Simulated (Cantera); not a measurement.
Input: 1 mol MgCO₃, 1.5 mol SO₃, 0.15 mol CO₂, equilibrated at 1350 °C and 26.0 mbar.

These are equilibrium values from Cantera (NASA tables, ideal gas, pure condensed phases), not measurements of a reactor. Candidate condensed phases: C, Mg, MgCO₃, MgO, MgS, MgSO₄, S; 26 gas species. Rates play no part.

Base state: SO₂ 0.441, CO₂ 0.338, O₂ 0.220, SO₃ 0.000698, CO 0.000120, O 5.55e-5, SO 1.28e-5 (mole fractions); condensed: MgO(s).

### Question
What changes in the equilibrium state with this change: SO₃ from 1.5 to 0.1 mol?

### Answer
| species | before | after |
|---|---|---|
| CO₂ | 0.338 | 0.884 |
| SO₂ | 0.441 | 0.0768 |
| O₂ | 0.220 | 0.0388 |
| SO₃ | 0.000698 | 5.11e-5 |
| CO | 0.000120 | 0.000749 |
| SO | 1.28e-5 | 5.33e-6 |
| MgO(s), mol | 1.00 | 1.00 |
